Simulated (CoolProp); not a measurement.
CH3F (R41) along the isobar 2.75 MPa: density (kg/m³) from the reference equation and from simpler models built on Tc = 317.3 K, pc = 5.906 MPa, ω = 0.200; each cubic takes its own stable root.

Model: reference Helmholtz-energy equation of state, Lemmon 2006, in CoolProp. It is a short technical equation, of lower accuracy than the large ones.

| T (K) | phase | reference |
|---|---|---|
| 299.9 | gas | 50.93 |
| 309.6 | gas | 47.09 |
| 319.2 | gas | 44.10 |
| 328.8 | gas | 41.63 |
| 338.4 | gas | 39.54 |
| 348 | gas | 37.73 |
| 357.7 | gas | 36.11 |
| 367.3 | gas | 34.69 |
| 376.9 | gas | 33.41 |
| 386.5 | gas | 32.24 |
| 396.1 | gas | 31.17 |
| 405.8 | gas | 30.18 |
| 415.4 | gas | 29.27 |
| 425 | gas | 28.42 |

Question: How far does each simpler model (van der Waals, Soave-Redlich-Kwong, Peng-Robinson) lie from the reference over these 14 states: mean and median of the absolute difference, and the worst?

Answer: 
- van der Waals: mean 2.6 %, median 1.6 %, worst -9.1 % at 299.9 K and 2.75 MPa
- Soave-Redlich-Kwong: mean 2.3 %, median 1.9 %, worst -4.7 % at 299.9 K and 2.75 MPa
- Peng-Robinson: mean 0.6 %, median 0.3 %, worst -2.5 % at 299.9 K and 2.75 MPa
